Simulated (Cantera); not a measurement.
**PbF2 + N2 (halide evaporation, hydrolysis and transport)**

Feed: 1 mol PbF2, 0.18 mol N2, equilibrated at 0.100 bar.

Equilibrium computed with Cantera from the NASA thermochemical tables; the gas is ideal and each condensed phase is pure. Candidate condensed phases: Pb, PbF2; 12 gas species. Each liquid is taken as pure. Mutual solubility and eutectic melting of coexisting phases are not modelled. Equilibrium is a limit: real reactors are often held back by kinetics, nucleation or transport.

From 1225 K to 1375 K the condensed part is Pb(l) + PbF2(l). From 1450 K to 1750 K nothing is condensed. The main Pb-bearing gas is PbF4 at 1225 K and PbF2 at 1750 K.

```csv
T (K),x N2,x PbF2,x PbF4,x Pb,x PbF,x Pb2,x F,n Pb(l),n PbF2(l)
1225,0.856,0.0590,0.0724,0.00935,0.00284,4.47e-7,9.59e-11,0.0130,0.957
1300,0.641,0.169,0.154,0.0262,0.0100,2.50e-6,9.26e-10,0.0344,0.865
1375,0.190,0.423,0.291,0.0656,0.0304,1.15e-5,6.92e-9,0.200,0.0307
1450,0.153,0.501,0.159,0.131,0.0555,3.49e-5,3.24e-8,0,0
1525,0.153,0.516,0.150,0.119,0.0625,2.22e-5,1.76e-7,0,0
1600,0.153,0.528,0.142,0.108,0.0692,1.45e-5,8.17e-7,0,0
1675,0.153,0.538,0.136,0.0981,0.0756,9.79e-6,3.31e-6,0,0
1750,0.153,0.545,0.131,0.0898,0.0817,6.77e-6,1.19e-5,0,0
```
x: gas mole fraction; n: condensed amount in mol.
